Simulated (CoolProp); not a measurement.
Vapour-liquid equilibrium of propylene (1) + R152A (2) at 331.3 K; x and y are mole fractions of (1).

Computed with CoolProp (multi-fluid Helmholtz-energy mixture model, Lemmon 2013 and Outcalt 1996; pair parameters Bell 2016).

```
x      bubble pressure, mixture model (MPa)  bubble pressure, Raoult's law (MPa)  y, mixture model  y, Raoult's law
-----  ------------------------------------  -----------------------------------  ----------------  ---------------
0.05                                  1.558                                1.486             0.102            0.082
0.125                                 1.724                                1.561             0.224            0.195
0.2                                   1.872                                1.636             0.322            0.298
0.275                                 2.002                                1.711             0.402            0.391
0.35                                  2.115                                1.786             0.471            0.477
0.425                                 2.212                                1.861             0.532            0.556
0.5                                   2.294                                1.936             0.589            0.629
0.575                                 2.362                                2.011             0.642            0.696
0.65                                  2.417                                2.085             0.696            0.759
0.725                                 2.456                                2.160             0.751            0.817
0.8                                   2.480                                2.235             0.809            0.871
0.875                                 2.484                                2.310             0.872            0.922
0.95                                  2.464                                2.385             0.945            0.970
```

The largest gap from Raoult's law is +18.9 % in bubble pressure, at x = 0.425. y crosses x between x = 0.8 and 0.875: the model has an azeotrope there.

The pair parameters rest on a limited set of measurements; away from them the model extrapolates.
